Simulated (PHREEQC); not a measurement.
Dissolve 0.0062 mol/kgw NH4Cl, 0.002 mol/kgw KOH and 0.2 mol/kgw LiCl at 25 °C. Closed to the air; pH follows from the charge balance.

Equilibrium calculation in PHREEQC: ion-association model, wateq4f.dat.

| quantity | before | after |
|---|---|---|
| pH | 9.04 | 11.15 |
| ionic strength (mol/kgw) | 0.206 | 0.202 |

Question: What was changed between the two runs?
A) KOH left out
B) KOH replaced by K2SiO3 at the same molality
C) NH4Cl left out
D) 0.009 mol/kgw H2SO4 added
E) LiCl from 0.2 to 2 mol/kgw

Answer: C, NH4Cl left out

No solid was allowed to form.
